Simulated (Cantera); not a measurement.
# Catalytic stagnation flow on Pt

A jet of CH₄ : O₂ : N₂ = 0.019 : 0.15 : 0.79 (molar parts), equivalence ratio 0.25 at 300 K and 0.0947 atm hits a platinum plate 2.3 cm away at a mass flux of 0.029 kg/m²/s; the plate temperature is set and raised in steps from an oxygen-covered start.

Detailed kinetics in Cantera: Deutschmann's 1995 Pt surface mechanism with GRI-Mech 3.0 gas chemistry. Catalytic surfaces can have several steady states; this one follows from the mechanism file's or the stated starting coverage.

```
plate T (K)  wall x CH₄  wall x O₂  wall x H₂O  wall x OH  wall x CO  wall x CO₂  θ free Pt   θ O*
-----------  ----------  ---------  ----------  ---------  ---------  ----------  ---------  -----
900              0.0140      0.144      0.0108    2.20e-8    5.09e-6     0.00701      0.183  0.816
950              0.0111      0.138      0.0163    7.25e-8    5.53e-6      0.0106      0.247  0.752
1000            0.00853      0.132      0.0210    2.02e-7    5.73e-6      0.0137      0.314  0.685
1050            0.00660      0.128      0.0245    4.98e-7    5.86e-6      0.0160      0.382  0.617
1100            0.00520      0.125      0.0270    1.10e-6    6.06e-6      0.0177      0.448  0.551
```
x: mole fraction at the wall; θ: surface coverage.
